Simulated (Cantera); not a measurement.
Charge: 1 mol NiS, 1.3 mol H2, equilibrated at 775 °C and 1.40 bar.

Equilibrium computed with Cantera from the NASA thermochemical tables; the gas is ideal and each condensed phase is pure. Candidate condensed phases: Ni, NiS, NiS2, Ni3S2, Ni3S4, S; 9 gas species. Equilibrium is a limit: real reactors are often held back by kinetics, nucleation or transport.

Base state: H2 0.744, H2S 0.256, S2 1.24e-5 (mole fractions); condensed: Ni3S2(s).

**Question.** What changes in the equilibrium state with this change: NiS replaced by FeS?

**Answer.** 
| species | before | after |
|---|---|---|
| H2 | 0.744 | 0.998 |
| H2S | 0.256 | 0.00158 |
| S2 | 1.24e-5 | <1e-9 |
| Ni3S2(s), mol | 0.333 | 0 |
| Fe(α), mol | 0 | 0.00206 |
| FeS(s), mol | 0 | 0.998 |
Mutual solubility and eutectic melting of coexisting phases are not modelled. FeS: taken at fixed stoichiometry. Further candidate phases: Fe, FeS, FeS2.
